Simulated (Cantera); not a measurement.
Mixture: CH4 : O2 : N2 : H2O = 1 : 2.44 : 6.83 : 1.6 (molar parts), equivalence ratio 0.82, at 0.700 bar, adiabatic and at constant pressure. Ignition delay is the time to a rise of 400 K.

Cantera simulation using GRI-Mech 3.0 (53 species, 325 reactions); the numbers are that mechanism's predictions, not measurements.

Task: What does this change do: O2 2.44 to 1.8 parts?

Result: 
```csv
quantity,before,after
delay at 1075 K,0.381 s,0.594 s
delay at 1150 K,0.121 s,0.191 s
delay at 1225 K,41.7 ms,66.5 ms
delay at 1300 K,15.4 ms,24.5 ms
delay at 1375 K,6.06 ms,9.48 ms
delay at 1450 K,2.55 ms,3.86 ms
apparent activation energy between 1300 and 1450 K,190 kJ/mol,190 kJ/mol
```
